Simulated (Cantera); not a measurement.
An adiabatic, constant-volume homogeneous reactor starts with CH₄ : O₂ : N₂ = 1 : 1 : 3.76 (molar parts), at 1123 K and 10.0 bar. Integrator tolerance rtol = 1e-08.

Detailed kinetics in Cantera: GRI-Mech 3.0 (53 species, 325 reactions).

**Question.** What does this change do: initial temperature 1123 to 1300 K?

**Answer.** 
```
quantity                                                              before                                      after
---------------------------------  -----------------------------------------  -----------------------------------------
time of steepest temperature rise                                    17.7 ms                                    1.97 ms
temperature at 7.00 s                                                 2543 K                                     2688 K
equilibrium temperature                                               2543 K                                     2688 K
x(CH₄) at 7.00 s                     8.39e-9 (gas-phase equilibrium 9.35e-9)    3.99e-9 (gas-phase equilibrium 4.46e-9)
x(O₂) at 7.00 s                      1.30e-6 (gas-phase equilibrium 1.30e-6)    5.22e-6 (gas-phase equilibrium 5.22e-6)
x(NO) at 7.00 s                      5.20e-5 (gas-phase equilibrium 5.20e-5)  0.000131 (gas-phase equilibrium 0.000131)
x(NO₂) at 7.00 s                   5.67e-10 (gas-phase equilibrium 5.67e-10)    2.38e-9 (gas-phase equilibrium 2.38e-9)
x(H₂) at 7.00 s                          0.163 (gas-phase equilibrium 0.163)        0.162 (gas-phase equilibrium 0.162)
x(CO) at 7.00 s                          0.131 (gas-phase equilibrium 0.131)        0.132 (gas-phase equilibrium 0.132)
x(H₂O) at 7.00 s                         0.131 (gas-phase equilibrium 0.131)        0.131 (gas-phase equilibrium 0.131)
```

**Question.** What does this change do: initial temperature 1123 to 1425 K?

**Answer.** 
```tsv
quantity	before	after
time of steepest temperature rise	17.7 ms	0.507 ms
temperature at 7.00 s	2543 K	2786 K
equilibrium temperature	2543 K	2786 K
x(CH₄) at 7.00 s	8.39e-9 (gas-phase equilibrium 9.35e-9)	2.52e-9 (gas-phase equilibrium 2.82e-9)
x(O₂) at 7.00 s	1.30e-6 (gas-phase equilibrium 1.30e-6)	1.23e-5 (gas-phase equilibrium 1.23e-5)
x(NO) at 7.00 s	5.20e-5 (gas-phase equilibrium 5.20e-5)	0.000233 (gas-phase equilibrium 0.000233)
x(NO₂) at 7.00 s	5.67e-10 (gas-phase equilibrium 5.67e-10)	5.82e-9 (gas-phase equilibrium 5.82e-9)
x(H₂) at 7.00 s	0.163 (gas-phase equilibrium 0.163)	0.160 (gas-phase equilibrium 0.160)
x(CO) at 7.00 s	0.131 (gas-phase equilibrium 0.131)	0.132 (gas-phase equilibrium 0.132)
x(H₂O) at 7.00 s	0.131 (gas-phase equilibrium 0.131)	0.130 (gas-phase equilibrium 0.130)
```
